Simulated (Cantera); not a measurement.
A diamond (100) surface in a fixed gas of H2 with x(CH4) = 0.0079, x(H) = 0.00039, x(CH3) = 0.00041, at 900 K; coverages are run to steady state.

Computed with Cantera and the Harris–Goodwin 1993 mechanism for the reconstructed diamond (100) surface.

θ: site fractions in the mechanism's names (c6HH fully hydrogenated, c6H* and c6*H radical sites, c6** diradical, c6HM methylated).

```csv
P (Pa),growth (µm/h),θ c6HH,θ c6H*,θ c6*H,θ c6**,θ c6HM
640,?,0.387,0.00570,0.160,0.00179,0.359
970,?,0.375,0.00551,0.154,0.00173,0.373
1500,?,0.366,0.00538,0.151,0.00169,0.383
2200,?,0.361,0.00530,0.148,0.00167,0.389
3400,?,0.356,0.00524,0.147,0.00165,0.394
5200,?,0.354,0.00519,0.145,0.00163,0.397
7800,?,0.352,0.00517,0.145,0.00162,0.399
12000,?,0.351,0.00515,0.144,0.00162,0.401
```

**Question.** Fill in the missing entries.

**Answer.** 
- 640, growth (µm/h): 0.333
- 970, growth (µm/h): 0.523
- 1500, growth (µm/h): 0.831
- 2200, growth (µm/h): 1.24
- 3400, growth (µm/h): 1.94
- 5200, growth (µm/h): 2.99
- 7800, growth (µm/h): 4.50
- 12000, growth (µm/h): 6.95
